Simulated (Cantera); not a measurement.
## Low-pressure radical oxidation in H2/O2

An isothermal, constant-pressure homogeneous reactor starts with 17.2 % H2, 42.0 % O2, 40.8 % N2, at 1025 K and 20.3 Torr.

Detailed kinetics in Cantera: GRI-Mech 3.0 (53 species, 325 reactions). Radical loss at walls, strong at low pressure, is not modelled. The temperature is held fixed by assumption; the heat of reaction is taken as removed at once.

```json
[
 {"t (s)": "0.000100", "x H2": "0.172", "x O2": "0.420", "x H": "3.08e-10", "x HO2": "2.80e-10", "x NO": "<1e-12", "x NO2": "<1e-12", "x N2O": "<1e-12"},
 {"t (s)": "0.000303", "x H2": "0.172", "x O2": "0.420", "x H": "2.43e-9", "x HO2": "8.87e-10", "x NO": "<1e-12", "x NO2": "<1e-12", "x N2O": "<1e-12"},
 {"t (s)": "0.000918", "x H2": "0.172", "x O2": "0.420", "x H": "4.12e-7", "x HO2": "1.27e-8", "x NO": "<1e-12", "x NO2": "<1e-12", "x N2O": "<1e-12"},
 {"t (s)": "0.00278", "x H2": "0.0386", "x O2": "0.361", "x H": "0.0633", "x HO2": "1.17e-5", "x NO": "1.09e-7", "x NO2": "1.40e-12", "x N2O": "5.07e-10"},
 {"t (s)": "0.00843", "x H2": "0.00294", "x O2": "0.362", "x H": "0.00608", "x HO2": "1.39e-5", "x NO": "1.04e-6", "x NO2": "8.61e-11", "x N2O": "3.99e-9"},
 {"t (s)": "0.0256", "x H2": "0.000214", "x O2": "0.365", "x H": "7.58e-5", "x HO2": "5.92e-6", "x NO": "1.06e-6", "x NO2": "1.75e-9", "x N2O": "5.71e-9"},
 {"t (s)": "0.0775", "x H2": "1.79e-5", "x O2": "0.365", "x H": "1.91e-6", "x HO2": "1.10e-6", "x NO": "1.06e-6", "x NO2": "7.61e-9", "x N2O": "6.16e-9"},
 {"t (s)": "0.235", "x H2": "1.98e-6", "x O2": "0.365", "x H": "1.07e-7", "x HO2": "1.97e-7", "x NO": "1.05e-6", "x NO2": "1.10e-8", "x N2O": "6.32e-9"},
 {"t (s)": "0.711", "x H2": "3.26e-7", "x O2": "0.366", "x H": "1.02e-8", "x HO2": "4.47e-8", "x NO": "1.05e-6", "x NO2": "9.85e-9", "x N2O": "6.41e-9"},
 {"t (s)": "2.16", "x H2": "7.46e-8", "x O2": "0.366", "x H": "1.34e-9", "x HO2": "1.21e-8", "x NO": "1.06e-6", "x NO2": "6.82e-9", "x N2O": "6.46e-9"},
 {"t (s)": "6.53", "x H2": "2.03e-8", "x O2": "0.366", "x H": "2.08e-10", "x HO2": "3.71e-9", "x NO": "1.06e-6", "x NO2": "4.25e-9", "x N2O": "6.50e-9"},
 {"t (s)": "19.8", "x H2": "6.01e-9", "x O2": "0.366", "x H": "3.52e-11", "x HO2": "1.37e-9", "x NO": "1.06e-6", "x NO2": "2.87e-9", "x N2O": "6.51e-9"},
 {"t (s)": "60.0", "x H2": "1.89e-9", "x O2": "0.366", "x H": "6.39e-12", "x HO2": "8.25e-10", "x NO": "1.06e-6", "x NO2": "3.00e-9", "x N2O": "6.46e-9"}
]
```
x: mole fraction; the columns are a selection and need not sum to one.

Equilibrium at this temperature and pressure: H2 3.45e-10, O2 0.365, H <1e-12, HO2 1.16e-9, NO 4.08e-5, NO2 4.00e-7, N2O 4.05e-10 (gas phase only).
